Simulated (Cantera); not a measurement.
A Cantera script and what it prints.

```python
import numpy as np
import cantera as ct

gas_names = """
    C CH CH2 CH3 CH2OH CH3O CH4 CH3OH CN CO CO2 COOH C2 C2H CHCO,ketyl C2H2,acetylene C2H2,vinylidene
    CH2CO,ketene C2H3,vinyl CH3CN CH3CO,acetyl C2H4 C2H4O,ethylen CH3CHO,ethanal CH3COOH (HCOOH)2 C2H5
    C2H6 CH3OCH3 C2H5OH CCN CNC C2N2 C2O C3 C3H3,propargyl C3H4,allene C3H4,propyne C3H4,cyclo-
    C3H5,allyl C3H6,propylene C3H6,cyclo- C3H6O C3H7,n-propyl C3H7,i-propyl C3H8 C3H8O,1propanol
    C3H8O,2propanol C3O2 C4 C4H2 C4H4,1,3-cyclo- C4H6,butadiene C4H6,2-butyne C4H6,cyclo- C4H8,1-butene
    C4H8,cis2-buten C4H8,tr2-butene C4H8,isobutene C4H8,cyclo- (CH3COOH)2 C4H9,n-butyl C4H9,i-butyl
    C4H9,s-butyl C4H9,t-butyl C4H10,isobutane C4H10,n-butane C4N2 C5 C5H6,1,3cyclo- C5H8,cyclo-
    C5H10,1-pentene C5H10,cyclo- C5H11,pentyl C5H11,t-pentyl C5H12,n-pentane C5H12,i-pentane
    CH3C(CH3)2CH3 C6H2 C6H5,phenyl C6H5O,phenoxy C6H6 C6H5OH,phenol C6H10,cyclo- C6H12,1-hexene
    C6H12,cyclo- C6H13,n-hexyl C7H7,benzyl C7H8 C7H8O,cresol C7H14,1-heptene C7H15,n-heptyl
    C7H16,n-heptane C8H8,styrene C8H10,ethylbenz C8H16,1-octene C8H17,n-octyl C8H18,isooctane
    C8H18,n-octane C9H19,n-nonyl C10H8,naphthale C10H21,n-decyl C12H9,o-bipheny C12H10,bipheny H HCN HCO
    HCCN HNC HNCO HNO HNO2 HNO3 HO2 H2 HCHO,formaldehy HCOOH H2O H2O2 N NCO NH NH2 NH3 NH2OH NO NO2 NO3
    N2 N2H2 N2H4 N2O O OH O2 O3 Si SiC SiC2 SiC4H12 SiH SiH2 SiH3 SiH4 SiN SiO SiO2 Si2 Si2C Si2N Si3
""".split()
cond_names = """
    C(gr) C6H6(L) C7H8(L) C8H18(L),n-octa H2O(s) H2O(L) Si(cr) Si(L) SiC(b) SiO2(Lqz) SiO2(hqz) SiO2(L)
    Si2N2O(s) Si3N4(a)
""".split()


def load(file, names, dense=False):
    # The tables refer to 1 bar. Condensed volumes are neglected.
    table = {s.name: s for s in ct.Species.list_from_file(file)}
    out = []
    for n in names:
        d = dict(table[n].input_data)
        d["thermo"] = dict(d["thermo"], **{"reference-pressure": 1e5})
        if dense:
            d["equation-of-state"] = {"model": "constant-volume", "density": "1e6 g/cm^3"}
        out.append(ct.Species.from_dict(d))
    return out


gas = ct.Solution(thermo="ideal-gas", species=load("nasa_gas.yaml", gas_names))
cond = {s.name: ct.Solution(thermo="fixed-stoichiometry", species=[s], name=s.name)
        for s in load("nasa_condensed.yaml", cond_names, dense=True)}
atoms = {
    'Si3N4': {'Si': 3, 'N': 4},
    'CO2': {'C': 1, 'O': 2},
    'H2': {'H': 2},
    'H2O': {'H': 2, 'O': 1},
}
top_T = {'C(gr)': 4500, 'SiC(b)': 3050, 'Si2N2O(s)': 2100, 'Si3N4(a)': 2400}  # K; cautious upper limits of use, not melting points


def equilibrate(T, P, feed):
    n = {}
    for name, mol in feed.items():
        for a, k in atoms[name].items():
            n[a] = n.get(a, 0.0) + k * mol
    gas.TPX = T, P, n
    mass = sum(n.values()) * gas.mean_molecular_weight
    gas.equilibrate("TP")
    valid = [c for c in cond.values() if c.min_temp <= T <= top_T.get(c.name, c.max_temp)]
    mix = ct.Mixture([(gas, mass / gas.mean_molecular_weight)] + [(c, 0.0) for c in valid])
    mix.T, mix.P = T, P
    mix.equilibrate("TP", solver="vcs", rtol=1e-11, max_steps=5000)
    return mix


results = []
feed = {'Si3N4': 1, 'CO2': 2.4, 'H2': 61, 'H2O': 0.0048}  # mol
P = 10000  # Pa
for T in [1298, 1373, 1448, 1523, 1598, 1673, 1748, 1823, 1898]:
    mix = equilibrate(T, P, feed)
    results.append((T, P, feed, dict(zip(mix.species_names, mix.species_moles))))

top = {s: max(r[3][s] / sum(r[3][g] for g in gas_names) for r in results) for s in gas_names}
cols = sorted((s for s in top if top[s] > 1e-05), key=lambda s: -top[s])[:8]
seen = [c for c in cond_names if any(r[3].get(c, 0) > 1e-12 for r in results)]
print("log10 of partial pressures in bar; condensed amounts in mol")
print(f"{'T/K':>10s}" + "".join(f"{s[:9]:>10s}" for s in cols + seen))
for T, P, feed, n in results:
    ng = sum(n[g] for g in gas_names)
    print(f"{T:10.4g}" + "".join(f"{np.log10(max(n[s] / ng * P / 1e5, 1e-99)):10.3f}" for s in cols)
          + "".join(f"{n.get(c, 0):10.4g}" for c in seen))
```

It prints:

```
log10 of partial pressures in bar; condensed amounts in mol
       T/K        H2       SiO        CO        N2         H       CH4       HCN       H2O    SiC(b) SiO2(hqz) Si2N2O(s)
      1298    -1.022    -7.414    -2.433    -2.898    -6.481    -4.312    -5.821    -5.319         0    0.6226     1.189
      1373    -1.022    -6.304    -2.429    -2.903    -5.989    -4.892    -5.913    -5.232         0    0.6066     1.197
      1448    -1.022    -5.312    -2.428    -2.904    -5.547    -5.415    -5.997    -5.153         0    0.6012     1.198
      1523    -1.022    -4.422    -2.428    -2.900    -5.147    -5.887    -6.073    -5.082         0    0.5924     1.192
      1598    -1.024    -3.624    -2.429    -2.879    -4.786    -6.324    -6.139    -5.012         0    0.5485     1.149
      1673    -1.029    -2.923    -2.435    -2.790    -4.458    -6.758    -6.194    -4.931         0    0.3387    0.9411
      1748    -1.039    -2.567    -2.444    -2.677    -4.160    -6.631    -5.701    -5.394         0         0    0.5961
      1823    -1.047    -2.400    -2.509    -2.531    -3.887    -6.408    -5.121    -5.981    0.2938         0         0
      1898    -1.047    -2.400    -2.509    -2.532    -3.631    -6.466    -4.929    -6.177    0.2897         0         0
```

Equilibrium computed with Cantera from the NASA thermochemical tables; the gas is ideal and each condensed phase is pure. Mutual solubility and eutectic melting of coexisting phases are not modelled. The tables hold silica as quartz up to 1696 K and as liquid above; real silica turns to tridymite and cristobalite and melts near 1996 K. Gases not in the tables: Si2H6 and higher silanes.
